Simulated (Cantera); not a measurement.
Feed: 1 mol CO₂, 0.89 mol SO₂, equilibrated at 3000 K and 0.133 bar.

Method: chemical equilibrium by Gibbs-energy minimisation in Cantera with the NASA 1993 tables (ideal gas, pure condensed phases). Candidate condensed phases: C, S; 22 gas species. The numbers say what is thermodynamically allowed, not how fast it happens.

Base state: CO 0.277, SO₂ 0.233, O₂ 0.143, O 0.117, CO₂ 0.115, SO 0.105, S 0.00997, S₂ 0.000207 (mole fractions); condensed: gas only.

Q: What changes in the equilibrium state with this change: SO₂ from 0.89 to 0.015 mol?

A: 
```csv
species,before,after
CO,0.277,0.472
CO₂,0.115,0.216
O₂,0.143,0.173
SO₂,0.233,0.00713
SO,0.105,0.00293
O,0.117,0.129
S₂,0.000207,1.32e-7
S₂O,2.08e-5,1.46e-8
S,0.00997,0.000252
SO₃,2.86e-5,9.66e-7
```
